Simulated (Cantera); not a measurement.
Cantera run, input and output.

```python
import numpy as np
import cantera as ct

gas = ct.Solution("gri30.yaml")


def delay(T, t_max=10):
    gas.TPX = T, 57000, {'CH4': 1, 'CO': 0.25, 'O2': 1.06, 'N2': 3.99}
    reactor = ct.IdealGasConstPressureReactor(gas, clone=False)
    net = ct.ReactorNet([reactor])
    net.rtol, net.atol = 1e-8, 1e-16
    while net.time < t_max:
        t_old, T_old = net.time, reactor.T
        net.step()
        if reactor.T > T + 400:  # ignition: a rise of 400 K
            return t_old + (T + 400 - T_old) / (reactor.T - T_old) * (net.time - t_old)
    return np.nan


taus = []
for T in [1248, 1323, 1398, 1473, 1548, 1623, 1698, 1773, 1848, 1923]:
    taus.append(delay(T))
    print(f"T0 = {T:6g} K   tau = {taus[-1]:.4e} s")
```

It prints:

```
T0 =   1248 K   tau = 6.6395e-02 s
T0 =   1323 K   tau = 2.2674e-02 s
T0 =   1398 K   tau = 8.4361e-03 s
T0 =   1473 K   tau = 3.4409e-03 s
T0 =   1548 K   tau = 1.5507e-03 s
T0 =   1623 K   tau = 7.7257e-04 s
T0 =   1698 K   tau = 4.2150e-04 s
T0 =   1773 K   tau = 2.4819e-04 s
T0 =   1848 K   tau = 1.5549e-04 s
T0 =   1923 K   tau = 1.0245e-04 s
```

Cantera simulation using GRI-Mech 3.0 (53 species, 325 reactions); the numbers are that mechanism's predictions, not measurements.
